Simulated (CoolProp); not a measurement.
Vapour-liquid equilibrium of n-hexane (1) + ethylbenzene (2) at 330.7 K; x and y are mole fractions of (1).

Values from CoolProp's multi-fluid Helmholtz-energy mixture model, Thol 2019 and Zhou 2012; pair parameters Bell 2016.

```tsv
x	bubble pressure (bar)	y at the bubble point	dew pressure at overall composition x (bar)	liquid density (mol/L)
0.05	0.1128	0.438	___	___
0.15	0.1957	0.706	0.07730	7.771
0.25	___	0.806	0.08680	7.715
0.35	0.3330	___	0.09895	7.657
0.45	0.3926	___	0.1150	7.598
0.55	0.4490	0.922	0.1372	7.537
0.65	___	0.943	0.1700	___
0.75	___	0.961	0.2225	7.411
0.85	0.6144	0.977	0.3185	7.346
0.95	0.6730	0.992	0.5243	7.279
```

**Question.** Some entries are withheld; supply them.

**Answer.** 
- 0.05, dew pressure at overall composition x (bar): 0.06967
- 0.05, liquid density (mol/L): 7.826
- 0.25, bubble pressure (bar): 0.2682
- 0.35, y at the bubble point: 0.860
- 0.45, y at the bubble point: 0.896
- 0.65, bubble pressure (bar): 0.5037
- 0.65, liquid density (mol/L): 7.475
- 0.75, bubble pressure (bar): 0.5584

No azeotrope shows between x = 0.05 and 0.95.

The pair parameters rest on a limited set of measurements; away from them the model extrapolates.
